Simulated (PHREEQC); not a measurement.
Make-up at 41 °C: 0.0021 mol TMAH, 6.6e-05 mol CO2 and 0.00032 mol (CH3)4NCl per kg of water. Closed to the air; pH follows from the charge balance.

Model: ion-association model, phreeqc.dat, run in PHREEQC.

```json
{
 "pH": "10.78",
 "ionic_strength": "0.00247 mol/kgw",
 "total_alkalinity": "2.10 meq/kg"
}
```

```json
[
 {"species": "(CH3)4N+", "molality": "0.00242", "activity": "0.00229", "log γ": "-0.025"},
 {"species": "OH-", "molality": "0.00198", "activity": "0.00187", "log γ": "-0.025"},
 {"species": "Cl-", "molality": "0.000320", "activity": "0.000302", "log γ": "-0.025"},
 {"species": "CO3-2", "molality": "5.35e-5", "activity": "4.29e-5", "log γ": "-0.096"},
 {"species": "HCO3-", "molality": "1.25e-5", "activity": "1.18e-5", "log γ": "-0.024"}
]
```

Precipitation was switched off in this run. (CH3)4N+ isn't in the database: it is added as a free cation with an ion size of 4 Å. Away from 25 °C the constants follow the database's enthalpies or fits; those with neither stay at their 25 °C values.
